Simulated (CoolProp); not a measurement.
Vapour-liquid equilibrium of diethyl ether (1) + n-hexane (2) at 293.4 K; x and y are mole fractions of (1).

Model: multi-fluid Helmholtz-energy mixture model, Thol 2014 and Thol 2019; pair parameters Bell 2016, in CoolProp.

```csv
x,bubble pressure (MPa),y at the bubble point,dew pressure at overall composition x (MPa),liquid density (mol/L)
0.05,0.01938,0.196,[?],7.726
0.2,[?],0.507,0.01945,7.970
0.35,0.03378,0.667,0.02264,8.233
0.5,0.03980,0.774,[?],8.515
0.65,0.04563,0.856,0.03295,8.820
0.8,0.05146,0.924,[?],9.147
0.95,0.05741,0.982,0.05400,9.499
```

Question: What belongs in the gaps?

Answer: 
- 0.05, dew pressure at overall composition x (MPa): 0.01703
- 0.2, bubble pressure (MPa): 0.02719
- 0.5, dew pressure at overall composition x (MPa): 0.02694
- 0.8, dew pressure at overall composition x (MPa): 0.04153

No azeotrope shows between x = 0.05 and 0.95.

The pair parameters rest on a limited set of measurements; away from them the model extrapolates.
